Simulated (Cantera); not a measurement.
Input: 1 mol SiCl4, 1.9 mol H2, held at 1200 K and 3.70 bar.

Equilibrium computed with Cantera from the NASA thermochemical tables; the gas is ideal and each condensed phase is pure. The tables' values for SiCl3 are old estimates; treat these amounts as uncertain. Kinetics and transport are ignored.

```json
[
 {"species": "H2", "before": "0.584", "after": "0.569"},
 {"species": "SiCl4", "before": "0.274", "after": "0.258"},
 {"species": "HCl", "before": "0.0722", "after": "0.0897"},
 {"species": "SiCl3", "before": "0.00604", "after": "0.0122"},
 {"species": "SiHCl3", "before": "0.0603", "after": "0.0653"},
 {"species": "SiCl2", "before": "0.00117", "after": "0.00378"},
 {"species": "SiH3Cl", "before": "1.37e-5", "after": "2.24e-5"},
 {"species": "SiH2Cl2", "before": "0.00174", "after": "0.00229"}
]
```
Gas species are given as mole fractions.

Question: Which change was made?
A. temperature from 1200 K to 1000 K
B. temperature from 1200 K to 1273 K
C. temperature from 1200 K to 1325 K
D. pressure from 3.70 bar to 5.60 bar

Answer: B, temperature from 1200 K to 1273 K
